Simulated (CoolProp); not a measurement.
R13 along the isotherm 59.95 °C: density (kg/m³) from the reference equation and from simpler models built on Tc = 29.9 °C, pc = 3.973 MPa, ω = 0.175; each cubic takes its own stable root.

Values from CoolProp's reference Helmholtz-energy equation of state, Platzer 1990. This equation is an older, rougher fit; its heat capacities, sound speeds and derivatives of the liquid may be far off and weren't checked against measurements.

```csv
p (MPa),phase,reference,van der Waals,Redlich-Kwong
0.542,gas,21.17,21.14,21.20
1.08,gas,43.80,43.68,43.95
1.63,gas,68.96,68.70,69.29
2.17,gas,96.11,95.69,96.71
2.71,gas,126.3,125.8,127.3
3.25,gas,160.5,160.2,161.9
3.79,gas,199.9,200.8,202.0
4.33,supercritical,246.5,251.2,249.6
4.88,supercritical,304.2,320.1,309.2
5.42,supercritical,374.3,414.8,382.1
5.96,supercritical,458.7,505.9,467.1
```
